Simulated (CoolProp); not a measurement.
The numbers come from the reference Helmholtz-energy equation of state, Lemmon 2009 in CoolProp.

Problem. Give the vapour pressure (bar), vapour density (kg/m³), surface tension (mN/m), liquid viscosity (µPa s) of saturated propane at 287.1, 297.6, 350.3 K.

Solution. 
```csv
T (K),p (bar),vapour density (kg/m³),surface tension (mN/m),liquid viscosity (µPa s)
287.1,7.11,15.4,8.37,109
297.6,9.39,20.3,7.09,97.7
350.3,29.7,77.7,1.42,51.3
```

Viscosity comes from a separate model (Vogel 1998). Surface tension comes from a separate correlation (Mulero 2012).
